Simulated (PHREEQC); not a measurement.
Make-up at 25 °C: 20 mmol/kgw HF, 0.2 mmol/kgw NaF and 2.6 mmol/kgw H2SiF6. Closed to the air; pH follows from the charge balance.

Model: ion-association model, wateq4f.dat, run in PHREEQC.

```
quantity                    before     after
------------------------  --------  --------
pH                            2.19      2.21
ionic strength (mol/kgw)   0.00984   0.00962
HF (mol/kgw)                0.0166    0.0172
F- (mol/kgw)               0.00192   0.00170
H2F2 (mol/kgw)            0.000720  0.000534
HF2- (mol/kgw)            0.000122  0.000120
```

Q: Name the change that produced these shifts.
A) H2SiF6 left out
B) H2SiF6 from 0.0026 to 0.00286 mol/kgw
C) NaF replaced by KHF2 at the same molality
D) diluted 2-fold with water
E) temperature from 25 to 35 °C

A: E, temperature from 25 to 35 °C

No solid was allowed to form. SiF6-2 is the database's only silicon fluoride.
